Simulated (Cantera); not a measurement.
# Equilibrium for silicon carbide growth: SiCl₄ + CH₄ + H₂ + HCl

Input: 1 mol SiCl₄, 0.013 mol CH₄, 14 mol H₂, 0.44 mol HCl, held at 10000 Pa.

Cantera equilibrium calculation (NASA polynomials, part measured and part estimated; ideal gas, pure solids and liquids). Candidate condensed phases: C, C₆H₆, C₇H₈, C₈H₁₈, Si, SiC; 109 gas species. The tables' values for SiCl₃, SiCl are old estimates; treat these amounts as uncertain. Gases not in the tables: Si₂H₆ and higher silanes. Equilibrium is a limit: real reactors are often held back by kinetics, nucleation or transport.

From 1098 K to 2148 K the condensed part is SiC(s). From 2298 K to 2448 K nothing is condensed. The main Si-bearing gas is SiCl₄ at 1098 K and SiCl₂ at 2448 K.

| T (K) | x H₂ | x HCl | x SiCl₂ | x H | x SiCl₄ | x Si | x SiHCl₃ | x Cl | n SiC(s) |
|---|---|---|---|---|---|---|---|---|---|
| 1098 | 0.886 | 0.0499 | 0.00150 | 7.36e-8 | 0.0473 | <1e-12 | 0.0122 | 3.72e-9 | 0.0129 |
| 1248 | 0.856 | 0.0819 | 0.0158 | 1.37e-6 | 0.0281 | 6.21e-11 | 0.0103 | 1.12e-7 | 0.0130 |
| 1398 | 0.816 | 0.123 | 0.0400 | 1.35e-5 | 0.00814 | 5.67e-9 | 0.00378 | 1.69e-6 | 0.0130 |
| 1548 | 0.798 | 0.142 | 0.0530 | 8.70e-5 | 0.00128 | 2.00e-7 | 0.000879 | 1.24e-5 | 0.0130 |
| 1698 | 0.793 | 0.147 | 0.0571 | 0.000407 | 0.000203 | 3.83e-6 | 0.000211 | 5.87e-5 | 0.0130 |
| 1848 | 0.790 | 0.148 | 0.0583 | 0.00149 | 4.06e-5 | 4.53e-5 | 6.08e-5 | 0.000213 | 0.0129 |
| 1998 | 0.786 | 0.150 | 0.0579 | 0.00450 | 1.02e-5 | 0.000361 | 2.08e-5 | 0.000638 | 0.0127 |
| 2148 | 0.774 | 0.153 | 0.0548 | 0.0116 | 3.09e-6 | 0.00196 | 8.03e-6 | 0.00168 | 0.0108 |
| 2298 | 0.749 | 0.162 | 0.0463 | 0.0262 | 1.08e-6 | 0.00690 | 3.26e-6 | 0.00408 | 0 |
| 2448 | 0.706 | 0.175 | 0.0332 | 0.0529 | 3.88e-7 | 0.0160 | 1.26e-6 | 0.00928 | 0 |
x: gas mole fraction; n: condensed amount in mol.
